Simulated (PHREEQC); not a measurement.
## Copper plating or etch bath: an equilibrium model

Solution (30 °C and 300 atm): 0.09 mol/kgw Cu(NO3)2 and 0.0034 mol/kgw Na2SO4. Closed to the air; pH follows from the charge balance.

Computed with PHREEQC (ion-association model, phreeqc.dat).

This is a speciation only: nothing precipitates in the calculation.

Task: Estimate the pH, specific conductance.

Result: pH 4.21; specific conductance 17800 µS/cm.

Task: In which forms is S present?

Result: CuSO4 51 %, SO4-2 48 % of the S.

Under pressure, the constants of complexes without a molar volume in the database are unreliable.
